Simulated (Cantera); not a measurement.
## Si + Cl2 (silicon etching in halogen gases)

Input: 1 mol Si, a varied amount of Cl2, equilibrated at 748.15 K and 0.690 bar.

Method: chemical equilibrium by Gibbs-energy minimisation in Cantera with the NASA 1993 tables (ideal gas, pure condensed phases). Candidate condensed phases: Si; 9 gas species. The tables' values for SiCl3 are old estimates; treat these amounts as uncertain. The numbers say what is thermodynamically allowed, not how fast it happens.

| n(Cl2) (mol) | x SiCl4 | x Cl2 | x SiCl3 | x Cl | x SiCl2 | n Si(s) |
|---|---|---|---|---|---|---|
| 0.6 | 1.000 | <1e-12 | 9.00e-5 | <1e-12 | 1.53e-6 | 0.700 |
| 1.1 | 1.000 | <1e-12 | 9.00e-5 | <1e-12 | 1.53e-6 | 0.450 |
| 1.7 | 1.000 | <1e-12 | 9.00e-5 | <1e-12 | 1.53e-6 | 0.150 |
| 2.2 | 0.833 | 0.167 | <1e-12 | 1.27e-6 | <1e-12 | 0 |
| 2.8 | 0.556 | 0.444 | <1e-12 | 2.07e-6 | <1e-12 | 0 |
| 3.3 | 0.435 | 0.565 | <1e-12 | 2.34e-6 | <1e-12 | 0 |
| 3.8 | 0.357 | 0.643 | <1e-12 | 2.49e-6 | <1e-12 | 0 |
| 4.4 | 0.294 | 0.706 | <1e-12 | 2.61e-6 | <1e-12 | 0 |
| 4.9 | 0.256 | 0.744 | <1e-12 | 2.68e-6 | <1e-12 | 0 |
x: gas mole fraction; n: condensed amount in mol.

From 0.6 mol Cl2 to 1.7 mol Cl2 the condensed part is Si(s). From 2.2 mol Cl2 to 4.9 mol Cl2 nothing is condensed. The main Si-bearing gas is SiCl4 throughout.
